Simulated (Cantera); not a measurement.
Input: 1 mol CuO, 1.5 mol CO, 0.56 mol H2, held at 1.00 Torr.

Cantera equilibrium calculation (NASA polynomials, part measured and part estimated; ideal gas, pure solids and liquids). Candidate condensed phases: C, C6H6, C7H8, C8H18, Cu, CuO, Cu(OH)2, Cu2O, H2O; 113 gas species. The numbers say what is thermodynamically allowed, not how fast it happens. All values below are at 1252 °C.

Base state: CO 0.418, CO2 0.303, H2O 0.178, H2 0.0913, Cu 0.00933, H 0.000196, OH 1.18e-5 (mole fractions); condensed: Cu(l).

Question: What changes in the equilibrium state with this change: CO from 1.5 to 13 mol?

Answer: 
| species | before | after |
|---|---|---|
| CO | 0.418 | 0.883 |
| CO2 | 0.303 | 0.0662 |
| H2 | 0.0913 | 0.0340 |
| H2O | 0.178 | 0.00686 |
| Cu | 0.00933 | 0.00933 |
| OH | 1.18e-5 | 7.48e-7 |
| H | 0.000196 | 0.000119 |
| Cu(l), mol | 0.981 | 0.872 |

Question: What changes in the equilibrium state with this change: CO from 1.5 to 0.59 mol?

Answer: 
```tsv
species	before	after
H2O	0.178	0.446
CO2	0.303	0.416
CO	0.418	0.0924
H2	0.0913	0.0368
Cu	0.00933	0.00933
OH	1.18e-5	4.67e-5
H	0.000196	0.000124
Cu(l), mol	0.981	0.989
```

Question: What changes in the equilibrium state with this change: pressure from 1.00 Torr to 100 Torr?

Answer: 
| species | before | after |
|---|---|---|
| CO | 0.418 | 0.422 |
| CO2 | 0.303 | 0.306 |
| H2O | 0.178 | 0.180 |
| Cu | 0.00933 | 9.33e-5 |
| H2 | 0.0913 | 0.0922 |
| OH | 1.18e-5 | 1.19e-6 |
| H | 0.000196 | 1.97e-5 |
| Cu(l), mol | 0.981 | 1.000 |
